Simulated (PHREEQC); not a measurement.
Dissolve 0.35 mol Na2SO4, 0.045 mol K2SO4 and 0.14 mol MgCl2 per kg of water at 20 °C. It is in equilibrium with CO2 at log p = -1 (atm). Otherwise closed; pH follows from the charge balance.

Equilibrium calculation in PHREEQC: Pitzer model, pitzer.dat.

This is a speciation only: nothing precipitates in the calculation.

### Question
Predict the pH, density, activity of water.

### Answer
pH 4.58; density 1.057 g/cm³; activity of water 0.979.

### Question
In which forms is C present?

### Answer
CO2 96 %, HCO3- 4.1 % of the C.

In brines, pH and single-ion activities rest on the MacInnes convention.
